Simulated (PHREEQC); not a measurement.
**Metal-bearing waste water (model solution)**

Make-up at 25 °C: 0.0024 mol CuSO4, 0.0001 mol MgSO4, 0.042 mol H2SO4 and 0.004 mol NaCl per kg of water. Closed to the air; pH follows from the charge balance.

The numbers come from PHREEQC with the ion-association model, phreeqc.dat.

Precipitation was switched off in this run.

Task: What pH does the model give?

Result: pH 1.35.

Task: In which forms is Cu present?

Result: Cu+2 68 %, CuSO4 32 % of the Cu.
